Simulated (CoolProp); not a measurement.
R407C at 371.2 K and 1.48 MPa flows at 1.8 m/s in a round tube of 50 mm bore and 45 µm roughness, fully developed (64/Re and Nu = 3.66 if laminar; Colebrook and Gnielinski if turbulent). Each further row changes one setting.

Computed with CoolProp (reference Helmholtz-energy equation of state, Lemmon 2003). It is a pseudo-pure fit of the blend.

| case | Reynolds number | Darcy friction factor | pressure drop (Pa/m) | heat-transfer coefficient (W/(m² K)) | mass flow (kg/h) |
|---|---|---|---|---|---|
| as stated | 265000 | ? | 30.6 | 242 | 592 |
| velocity 3.6 m/s | 531000 | ? | 119 | 471 | 1180 |
| diameter 100 mm | 531000 | ? | 13.0 | 205 | 2370 |

Question: Complete the blanks.

Answer: 
- as stated, Darcy friction factor: 0.0203
- velocity 3.6 m/s, Darcy friction factor: 0.0198
- diameter 100 mm, Darcy friction factor: 0.0173

Viscosity comes from a separate model (Geller 2000). Thermal conductivity comes from a separate model (Geller 2001).
